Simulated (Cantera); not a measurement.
Standard-state values (1 bar) from the NASA 1993 polynomials, evaluated with Cantera. Values are per mole of reaction as written; species without (g) are pure solids or liquids, kept so even where they would boil at 1 bar.

2 Li + 2 HCl(g) → H₂(g) + 2 LiCl, with ΔH° = -631.9 kJ and ΔS° = -182.6 J/K at 300 K.

Problem. How far is the shortcut ΔG° ≈ ΔH°(300 K) − T·ΔS°(300 K) from the full temperature-dependent value at 1200, 1300, 1400, 1500, 1600, 1700 K?

Solution. 
| T (K) | shortcut (kJ) | full (kJ) | difference (kJ) | difference in log10 K | condensed phases |
|---|---|---|---|---|---|
| 1200 | -412.7 | -433.4 | 20.7 | -0.90 | Li(l), LiCl(l) |
| 1300 | -394.4 | -421.8 | 27.4 | -1.10 | Li(l), LiCl(l) |
| 1400 | -376.2 | -410.5 | 34.3 | -1.28 | Li(l), LiCl(l) |
| 1500 | -357.9 | -399.4 | 41.5 | -1.44 | Li(l), LiCl(l) |
| 1600 | -339.6 | -388.4 | 48.8 | -1.59 | Li(l), LiCl(l) |
| 1700 | -321.4 | -377.6 | 56.2 | -1.73 | Li(l), LiCl(l) |
The shortcut ignores heat capacities and the phase changes listed.
